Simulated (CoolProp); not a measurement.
Vapour pressure (bar) of n-perfluorohexane: the reference equation beside estimates from Tc = 448.0 K, pc = 17.42 bar, ω = 0.497.

Model: reference Helmholtz-energy equation of state, Gao 2022, in CoolProp.

| T (K) | reference | Lee-Kesler | Redlich-Kwong |
|---|---|---|---|
| 310.6 | 0.4935 | 0.4931 | 1.403 |
| 321 | 0.7318 | 0.7324 | 1.848 |
| 331.4 | 1.052 | 1.055 | 2.386 |
| 341.8 | 1.473 | 1.479 | 3.027 |
| 352.2 | 2.013 | 2.023 | 3.778 |
| 362.6 | 2.694 | 2.709 | 4.650 |
| 373 | 3.537 | 3.559 | 5.652 |
| 383.4 | 4.568 | 4.597 | 6.791 |

Absolute difference from the reference over all 8 rows, mean and median: Lee-Kesler 0.4 and 0.5 %, Redlich-Kwong 104.7 and 96.6 %.
